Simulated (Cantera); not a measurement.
An adiabatic, constant-volume homogeneous reactor starts with C2H4 : O2 : N2 : CO2 = 1 : 5.08 : 20.3 : 4.5 (molar parts), at 1725 K and 28.6 atm. Integrator tolerance rtol = 1e-08.

Model: GRI-Mech 3.0 (53 species, 325 reactions), integrated in Cantera. GRI-Mech 3.0 was tuned for natural gas; its chemistry of ethylene as a main component is partial and can be far from experiment. The pressure lies above the range GRI-Mech 3.0 was tuned for (to about 10 atm).

| quantity | before | after |
|---|---|---|
| time of steepest temperature rise | 1.24 µs | 14.7 µs |
| temperature at 0.600 s | 2765 K | 2612 K |
| equilibrium temperature | 2765 K | 2612 K |
| x(C2H4) at 0.600 s | <1e-12 (gas-phase equilibrium <1e-12) | <1e-12 (gas-phase equilibrium <1e-12) |
| x(O2) at 0.600 s | 0.0631 (gas-phase equilibrium 0.0631) | 0.0699 (gas-phase equilibrium 0.0699) |
| x(CO2) at 0.600 s | 0.193 (gas-phase equilibrium 0.193) | 0.177 (gas-phase equilibrium 0.177) |
| x(OH) at 0.600 s | 0.00671 (gas-phase equilibrium 0.00671) | 0.00954 (gas-phase equilibrium 0.00954) |
| x(H2) at 0.600 s | 0.000666 (gas-phase equilibrium 0.000666) | 0.00146 (gas-phase equilibrium 0.00146) |

Problem. Name the change that produced these shifts.
A) pressure from 28.6 atm to 1.09 atm
B) pressure from 28.6 atm to 1.38 atm
C) C2H4 1 to 0.51 parts
D) pressure from 28.6 atm to 0.987 atm

Solution. B, pressure from 28.6 atm to 1.38 atm
